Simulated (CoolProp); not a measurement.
200 sccm (0 °C, 1 atm) of nitrogen bubbles through liquid water at 326.7 K and leaves saturated at a total pressure of 0.15 MPa (ideal gas phase). Each further row changes one setting.

Values from CoolProp's reference Helmholtz-energy equation of state, Wagner 2002.

```csv
case,vapour pressure (kPa),mole fraction of vapour,delivery (mg/min),delivery (sccm),change of delivery for a bath 1 K warmer (%)
as stated,14.7,0.0980,17.5,21.7,5.5
bath temperature 331.7 K,18.6,0.124,22.8,28.4,5.5
total pressure 0.3 MPa,14.7,0.0490,8.28,10.3,5.2
```
